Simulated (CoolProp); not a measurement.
Properties of fluorine at several states.

Values from CoolProp's reference Helmholtz-energy equation of state, de Reuck 1990.

```csv
T (K),p (MPa),phase,Z,speed of sound (m/s),expansivity (1/kK)
275.9,0.0374,gas,0.9998,[?],3.629
142,1.13,gas,[?],199.6,[?]
232.9,0.719,gas,0.9909,[?],4.445
285.3,0.403,gas,0.9979,[?],3.544
```

Task: Fill in the missing entries.

Result: 
- 275.9, speed of sound (m/s): 287.4
- 142, Z: 0.9204
- 142, expansivity (1/kK): 9.092
- 232.9, speed of sound (m/s): 264.5
- 285.3, speed of sound (m/s): 292.0
